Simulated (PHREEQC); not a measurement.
2.9 g of hydrous ferric oxide (600 m²/g; 0.2 weak and 0.005 strong sites per Fe, Dzombak-Morel constants, diffuse double layer) in 1 kg of water with 0.05 mol/kgw of an inert sodium salt and 0.067 mmol/kgw PbCl2 and 0.28 mmol/kgw Ag2SO4, at 25 °C; the pH is set by adding NaOH or the inert anion's acid. O2 is buffered at 0.21 atm. The system is closed to CO2. Precipitation was switched off in this run.

The series has 17 steps of pH, from 4 to 10.

Equilibrium calculation in PHREEQC: ion-association model, wateq4f.dat.

### Question
Near which pH is half of the S sorbed, and on which side is more sorbed?

### Answer
Near pH 6.9, with more sorbed at lower pH.

### Question
Near which pH is half of the Ag sorbed, and on which side is more sorbed?

### Answer
Near pH 7.5, with more sorbed at higher pH.

Along this series the solution becomes supersaturated in solids that the run did not let form, among them Cerargyrite.
